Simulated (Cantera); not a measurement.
An adiabatic, constant-pressure homogeneous reactor starts with CH₄ : C₂H₆ : O₂ : N₂ = 1 : 0.19 : 1.27 : 4.77 (molar parts), equivalence ratio 2.1, at 1150 K and 100000 Pa.

Model: GRI-Mech 3.0 (53 species, 325 reactions), integrated in Cantera.

Task: Predict: time of steepest temperature rise; temperature at 0.200 s; equilibrium temperature; x(O₂) at 0.200 s; x(NO) at 0.200 s.

Result: 
| Quantity | Result |
|---|---|
| time of steepest temperature rise | 7.02 ms |
| temperature at 0.200 s | 2191 K |
| equilibrium temperature | 2191 K |
| x(O₂) at 0.200 s | 4.96e-7 (gas-phase equilibrium 4.96e-7) |
| x(NO) at 0.200 s | 2.38e-5 (gas-phase equilibrium 1.59e-5) |
